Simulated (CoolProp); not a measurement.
Vapour-liquid equilibrium of n-heptane (1) + n-dodecane (2) at 299 kPa; x and y are mole fractions of (1).

Values from CoolProp's multi-fluid Helmholtz-energy mixture model, Span 2003 and Lemmon 2004; pair parameters Bell 2016.

```csv
x,"bubble temperature, mixture model (°C)","bubble temperature, Raoult's law (°C)","y, mixture model","y, Raoult's law"
0.05,(withheld),248.2,0.232,0.350
0.15,229.9,220.1,(withheld),0.685
0.25,209.0,200.6,(withheld),0.828
0.35,(withheld),186.2,0.859,0.899
0.45,179.3,175.0,(withheld),0.938
0.55,168.9,166.1,0.948,0.961
0.65,160.5,158.7,0.968,0.976
0.75,153.6,152.4,0.981,0.986
0.85,147.7,147.0,0.990,0.993
0.95,(withheld),142.2,0.997,0.998
```

Task: What belongs in the gaps?

Result: 
- 0.05, bubble temperature, mixture model (°C): 254.5
- 0.15, y, mixture model: 0.568
- 0.25, y, mixture model: 0.757
- 0.35, bubble temperature, mixture model (°C): 192.4
- 0.45, y, mixture model: 0.915
- 0.95, bubble temperature, mixture model (°C): 142.5

The largest gap from Raoult's law is +9.8 K in bubble temperature, at x = 0.15. No azeotrope shows between x = 0.05 and 0.95.

Pair parameters are fitted to limited data, so mixtures are less certain than the pure fluids.
